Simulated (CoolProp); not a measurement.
Vapour-liquid equilibrium of C2F6 (R116) (1) + R134a (2) at 233 K; x and y are mole fractions of (1).

Model: multi-fluid Helmholtz-energy mixture model, Lemmon 2006 and Tillner-Roth 1994; pair parameters Bell 2016, in CoolProp.

Task: Give the bubble pressure and the first vapour's composition at x = 0.65, 0.75, 0.95. Is there an azeotrope?

Result: x = 0.65: 4.549 bar, y = 0.911; x = 0.75: 4.730 bar, y = 0.923; x = 0.95: 5.230 bar, y = 0.976. No azeotrope shows between x = 0.05 and 0.95.

Pair parameters are fitted to limited data, so mixtures are less certain than the pure fluids. With so large a gap from Raoult's law the liquid may split in two, which this calculation doesn't test in full.
